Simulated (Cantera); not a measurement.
A closed system holds: 1 mol SiH₄, 1.1 mol C₂H₄, 1.3 mol H₂, held at 2373.15 K and 0.0100 bar.

Cantera equilibrium calculation (NASA polynomials, part measured and part estimated; ideal gas, pure solids and liquids). Candidate condensed phases: C, C₆H₆, C₇H₈, C₈H₁₈, Si, SiC; 87 gas species. Gases not in the tables: Si₂H₆ and higher silanes. Rates play no part.

Base state: H₂ 0.828, H 0.127, Si 0.0305, SiC₂ 0.00538, C₂H₂ (acetylene) 0.00509, Si₂C 0.00309, SiH 0.000899, Si₂ 0.000117 (mole fractions); condensed: C(graphite) + SiC(s).

Problem. What changes in the equilibrium state with this change: SiH₄ replaced by SiHCl₃?

Solution. 
```
species           before     after
----------------  ------  --------
H₂                 0.828     0.442
HCl                    0     0.306
H                  0.127    0.0929
SiCl₂                  0    0.0608
Cl                     0    0.0460
Si                0.0305    0.0305
SiCl                   0   0.00915
SiCl₃                  0  0.000215
C(graphite), mol    1.32      1.78
SiC(s), mol        0.734     0.297
```
The tables' values for SiCl, SiCl₃ are old estimates; treat these amounts as uncertain.
